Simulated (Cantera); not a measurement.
A closed system holds: 1 mol SrCl2, 1 mol H2, 80 mol N2, 2.2 mol O2, at 1823 K and 0.100 bar.

Cantera equilibrium calculation (NASA polynomials, part measured and part estimated; ideal gas, pure solids and liquids). Candidate condensed phases: H2O, NH4Cl, Sr, SrCl2, SrO, Sr(OH)2; 35 gas species. Condensed phases not in the tables: oxide chlorides. Equilibrium is a limit: real reactors are often held back by kinetics, nucleation or transport.

Base state: N2 0.955, O2 0.0193, H2O 0.0106, SrCl2 0.0105, HCl 0.00234, NO 0.00150, Cl 0.000611, OH 0.000253 (mole fractions); condensed: SrO(s).

### Question
What changes in the equilibrium state with this change: H2 from 1 to 0.17 mol?

### Answer
| species | before | after |
|---|---|---|
| N2 | 0.955 | 0.959 |
| O2 | 0.0193 | 0.0243 |
| SrCl2 | 0.0105 | 0.0112 |
| H2O | 0.0106 | 0.00153 |
| H2 | 1.61e-5 | 2.06e-6 |
| HCl | 0.00234 | 0.000919 |
| OH | 0.000253 | 0.000101 |
| SrO(s), mol | 0.124 | 0.0662 |

### Question
What changes in the equilibrium state with this change: temperature from 1823 K to 1325 K?

### Answer
```json
[
 {"species": "N2", "before": "0.955", "after": "0.967"},
 {"species": "O2", "before": "0.0193", "after": "0.0205"},
 {"species": "H2O", "before": "0.0106", "after": "0.0118"},
 {"species": "SrCl2", "before": "0.0105", "after": "0.000205"},
 {"species": "HCl", "before": "0.00234", "after": "0.000551"},
 {"species": "O", "before": "6.63e-5", "after": "1.25e-7"},
 {"species": "H2", "before": "1.61e-5", "after": "3.50e-8"},
 {"species": "OH", "before": "0.000253", "after": "4.76e-6"},
 {"species": "Cl", "before": "0.000611", "after": "1.28e-5"},
 {"species": "NO", "before": "0.00150", "after": "0.000161"},
 {"species": "SrO(s), mol", "before": "0.124", "after": "0.0233"},
 {"species": "SrCl2(l), mol", "before": "0", "after": "0.960"}
]
```
Mutual solubility and eutectic melting of coexisting phases are not modelled.
